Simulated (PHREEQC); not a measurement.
Make-up at 25 °C: 0.0055 mol/kgw HF, 0.015 mol/kgw NH4HF2 and 0.00084 mol/kgw H2SiF6. Closed to the air; pH follows from the charge balance.

Model: ion-association model, phreeqc.dat, run in PHREEQC.

This is a speciation only: nothing precipitates in the calculation.

**Question.** Order these F species by the share of F that they hold, largest first: HF, HF2-, F-, SiF6-2.

**Answer.** HF (49 %), F- (33 %), SiF6-2 (12 %), HF2- (5.1 %)

The pH is 2.95 and the ionic strength 0.0171 mol/kgw. SiF6-2 is the database's only silicon fluoride.
